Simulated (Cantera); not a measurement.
# Equilibrium for silicon etching in halogen gases: Si + HCl + N2

Charge: 1 mol Si, 5.4 mol HCl, 80 mol N2, equilibrated at 1000 Pa.

Cantera equilibrium calculation (NASA polynomials, part measured and part estimated; ideal gas, pure solids and liquids). Candidate condensed phases: NH4Cl, Si, Si3N4; 28 gas species. N2 is the only nitrogen source here; it is nearly inert below about 1500 K, so the nitride shown seldom forms there in practice. The tables' values for SiCl3 are old estimates; treat these amounts as uncertain. Rates play no part.

From 277 °C to 1177 °C the condensed part is Si3N4(s). From 1277 °C to 1377 °C nothing is condensed. The main Si-bearing gas is SiCl4 at 277 °C and SiCl2 at 1377 °C.

```json
[
 {"T (°C)": "277", "x N2": "0.944", "x HCl": "0.0308", "x H2": "0.0166", "x SiCl2": "<1e-12", "x SiCl4": "0.00829", "x SiCl3": "1.18e-12", "n Si3N4(s)": "0.0999"},
 {"T (°C)": "377", "x N2": "0.943", "x HCl": "0.0368", "x H2": "0.0136", "x SiCl2": "<1e-12", "x SiCl4": "0.00678", "x SiCl3": "2.90e-10", "n Si3N4(s)": "0.142"},
 {"T (°C)": "477", "x N2": "0.942", "x HCl": "0.0409", "x H2": "0.0115", "x SiCl2": "8.33e-12", "x SiCl4": "0.00575", "x SiCl3": "1.61e-8", "n Si3N4(s)": "0.171"},
 {"T (°C)": "577", "x N2": "0.941", "x HCl": "0.0437", "x H2": "0.0101", "x SiCl2": "1.66e-9", "x SiCl4": "0.00503", "x SiCl3": "3.42e-7", "n Si3N4(s)": "0.192"},
 {"T (°C)": "677", "x N2": "0.941", "x HCl": "0.0458", "x H2": "0.00902", "x SiCl2": "1.06e-7", "x SiCl4": "0.00450", "x SiCl3": "3.79e-6", "n Si3N4(s)": "0.206"},
 {"T (°C)": "777", "x N2": "0.940", "x HCl": "0.0473", "x H2": "0.00825", "x SiCl2": "3.04e-6", "x SiCl4": "0.00410", "x SiCl3": "2.62e-5", "n Si3N4(s)": "0.217"},
 {"T (°C)": "877", "x N2": "0.940", "x HCl": "0.0484", "x H2": "0.00771", "x SiCl2": "4.76e-5", "x SiCl4": "0.00373", "x SiCl3": "0.000127", "n Si3N4(s)": "0.223"},
 {"T (°C)": "977", "x N2": "0.940", "x HCl": "0.0488", "x H2": "0.00746", "x SiCl2": "0.000455", "x SiCl4": "0.00316", "x SiCl3": "0.000448", "n Si3N4(s)": "0.218"},
 {"T (°C)": "1077", "x N2": "0.939", "x HCl": "0.0476", "x H2": "0.00804", "x SiCl2": "0.00260", "x SiCl4": "0.00195", "x SiCl3": "0.00101", "n Si3N4(s)": "0.176"},
 {"T (°C)": "1177", "x N2": "0.938", "x HCl": "0.0422", "x H2": "0.0106", "x SiCl2": "0.00775", "x SiCl4": "0.000576", "x SiCl3": "0.00111", "n Si3N4(s)": "0.0652"},
 {"T (°C)": "1277", "x N2": "0.937", "x HCl": "0.0388", "x H2": "0.0122", "x SiCl2": "0.0109", "x SiCl4": "0.000124", "x SiCl3": "0.000697", "n Si3N4(s)": "0"},
 {"T (°C)": "1377", "x N2": "0.937", "x HCl": "0.0391", "x H2": "0.0120", "x SiCl2": "0.0113", "x SiCl4": "3.39e-5", "x SiCl3": "0.000417", "n Si3N4(s)": "0"}
]
```
x: gas mole fraction; n: condensed amount in mol.
